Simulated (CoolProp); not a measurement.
The numbers come from the reference Helmholtz-energy equation of state, Kamei 1995 in CoolProp.

**Question.** For R22, give the phase and the density (kg/m³), cp (kJ/(kg K)), cv (kJ/(kg K)), viscosity (µPa s) at -13.15 °C and 0.499 MPa; -13.15 °C and 3.99 MPa; -13.15 °C and 4.99 MPa.

**Answer.** 
- -13.15 °C and 0.499 MPa: liquid; density 1330, cp 1.14, cv 0.664, viscosity 201
- -13.15 °C and 3.99 MPa: liquid; density 1340, cp 1.12, cv 0.664, viscosity 210
- -13.15 °C and 4.99 MPa: liquid; density 1340, cp 1.12, cv 0.665, viscosity 213

Viscosity comes from a separate model (Bell 2016), an estimate that may be off by 10 % or more.
